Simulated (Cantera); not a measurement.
Input: 1 mol CsCl, 6.5 mol O2, 38 mol H2, at 3.50 mbar.

These are equilibrium values from Cantera (NASA tables, ideal gas, pure condensed phases), not measurements of a reactor. Candidate condensed phases: Cs, CsCl, CsOH, H2O; 22 gas species. The numbers say what is thermodynamically allowed, not how fast it happens.

x: gas mole fraction; nothing condenses.

| T (K) | x H2 | x H2O | x H | x CsCl | x HCl |
|---|---|---|---|---|---|
| 1173 | 0.641 | 0.333 | 1.60e-6 | 0.0253 | 0.000147 |
| 1273 | 0.641 | 0.333 | 9.65e-6 | 0.0253 | 0.000279 |
| 1373 | 0.641 | 0.333 | 4.51e-5 | 0.0251 | 0.000503 |
| 1473 | 0.640 | 0.333 | ? | 0.0248 | ? |
| 1573 | 0.640 | 0.333 | 0.000550 | 0.0242 | 0.00141 |
| 1673 | 0.638 | 0.332 | 0.00154 | 0.0234 | 0.00218 |
| 1773 | 0.636 | 0.332 | ? | 0.0223 | ? |
| 1873 | 0.631 | 0.330 | 0.00866 | 0.0209 | 0.00454 |
| 1973 | 0.622 | 0.328 | 0.0180 | 0.0191 | 0.00609 |
| 2073 | 0.607 | 0.323 | 0.0346 | 0.0170 | 0.00775 |

Task: Some entries are withheld; supply them.

Result: 
- 1473, x H: 0.000171
- 1473, x HCl: 0.000861
- 1773, x H: 0.00383
- 1773, x HCl: 0.00323
